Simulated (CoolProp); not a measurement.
The fluid at 298.15 K and 0.323 MPa expands adiabatically to 0.0285 MPa with isentropic efficiency 0.9. The same conditions are run with several fluids, on thermodynamics alone (safety and materials aside).

Computed with CoolProp (reference Helmholtz-energy equation of state of each fluid (propylene: Lemmon 2013; R152A: Outcalt 1996; fluoroethane (R161): Wu 2012)).

### Question
Rank propylene, R152A, fluoroethane (R161) by work (kJ/kg), highest first.

### Answer
propylene (106), fluoroethane (R161) (90.9), R152A (66.8)

```tsv
fluid	final temperature (K)	final phase	final density (kg/m³)
propylene	216.7	gas	0.673
R152A	223.8	two-phase, vapour fraction 0.985	1.05
fluoroethane (R161)	211.2	two-phase, vapour fraction 0.997	0.792
```
